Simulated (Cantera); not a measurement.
A perfectly stirred reactor is fed with CH3OH : O2 : N2 = 0.016 : 0.022 : 1 (molar parts), at 1.00 bar; it is held at 1275 K, and followed from long to short residence time.

Cantera simulation using GRI-Mech 3.0 (53 species, 325 reactions); the numbers are that mechanism's predictions, not measurements. GRI-Mech 3.0 was tuned for natural gas; its chemistry of methanol as a main component is partial and can be far from experiment. The temperature is held fixed by assumption; the heat of reaction is taken as removed at once.

**Question.** Predict: x(CH3OH) at τ = 0.470 s; x(O2) at τ = 0.470 s; x(HCO) at τ = 0.470 s; x(H) at τ = 0.470 s; x(CH3OH) at τ = 31.0 ms; x(O2) at τ = 31.0 ms; x(HCO) at τ = 31.0 ms; x(H) at τ = 31.0 ms.

**Answer.** 
| Quantity | Result |
|---|---|
| x(CH3OH) at τ = 0.470 s | 1.26e-6 |
| x(O2) at τ = 0.470 s | 0.000103 |
| x(HCO) at τ = 0.470 s | 1.59e-8 |
| x(H) at τ = 0.470 s | 0.000231 |
| x(CH3OH) at τ = 31.0 ms | 7.98e-6 |
| x(O2) at τ = 31.0 ms | 0.000692 |
| x(HCO) at τ = 31.0 ms | 1.86e-7 |
| x(H) at τ = 31.0 ms | 0.000528 |
